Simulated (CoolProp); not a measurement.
Vapour-liquid equilibrium of C3F8 (R218) (1) + R134a (2) at 0.854 bar; x and y are mole fractions of (1).

Values from CoolProp's multi-fluid Helmholtz-energy mixture model, Lemmon 2006 and Tillner-Roth 1994; pair parameters Bell 2016.

Give the bubble temperature and the first vapour's composition at x = 0.05, 0.65, 0.75. Is there an azeotrope?

x = 0.05: 238.2 K, y = 0.253; x = 0.65: 228.9 K, y = 0.663; x = 0.75: 229.0 K, y = 0.699. y crosses x between x = 0.65 and 0.75: the model has an azeotrope there.

The pair parameters rest on a limited set of measurements; away from them the model extrapolates.
